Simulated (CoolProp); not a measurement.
A Linde-Hampson liquefier for ethylene: isothermal reversible compression at 320 K from 1 atm to 5 MPa, throttling to 1 atm, return gas leaving the recuperator 5 K below the feed. Each further row changes one setting.

Model: reference Helmholtz-energy equation of state, Smukala 2000, in CoolProp.

| case | liquid yield per pass | compression work (kJ/kg of gas) |
|---|---|---|
| as stated | 0.110 | 347 |
| high pressure 10 MPa | 0.312 | 386 |
| warm-end temperature 350 K | 0.076 | 387 |
| warm-end gap 10 K | 0.100 | 347 |
